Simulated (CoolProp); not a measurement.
Vinyl chloride at 293.15 K and 0.123 MPa is throttled through a valve to 0.0813 MPa with no heat exchange. Each further row changes one setting.

Values from CoolProp's reference Helmholtz-energy equation of state, Thol 2022.

| case | temperature change (K) | final density (kg/m³) |
|---|---|---|
| as stated | -1.2 | (withheld) |
| outlet pressure 0.0244 MPa | (withheld) | 0.635 |
| outlet pressure 0.106 MPa | (withheld) | (withheld) |

Q: Complete the blanks.

A: 
- as stated, final density (kg/m³): 2.13
- outlet pressure 0.0244 MPa, temperature change (K): -2.8
- outlet pressure 0.106 MPa, temperature change (K): -0.5
- outlet pressure 0.106 MPa, final density (kg/m³): 2.78
